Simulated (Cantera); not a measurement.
Input: 1 mol SiH4, 1.8 mol NH3, 47 mol H2, held at 1925 K and 10.0 Torr.

These are equilibrium values from Cantera (NASA tables, ideal gas, pure condensed phases), not measurements of a reactor. Candidate condensed phases: Si, Si3N4; 18 gas species. Gases not in the tables: Si2H6 and higher silanes. Equilibrium is a limit: real reactors are often held back by kinetics, nucleation or transport.

Base state: H2 0.973, N2 0.0170, H 0.00817, Si 0.00131, SiH 0.000121, SiH2 6.63e-5, Si2 1.12e-5 (mole fractions); condensed: Si(l).

Task: What changes in the equilibrium state with this change: temperature from 1925 K to 1423 K?

Result: 
| species | before | after |
|---|---|---|
| H2 | 0.973 | 0.995 |
| N2 | 0.0170 | 0.00449 |
| H | 0.00817 | 5.74e-5 |
| SiH2 | 6.63e-5 | 1.54e-7 |
| Si | 0.00131 | 3.37e-8 |
| Si2 | 1.12e-5 | <1e-9 |
| SiH | 0.000121 | 1.74e-8 |
| Si(l), mol | 0.918 | 0 |
| Si3N4(s), mol | 0 | 0.333 |
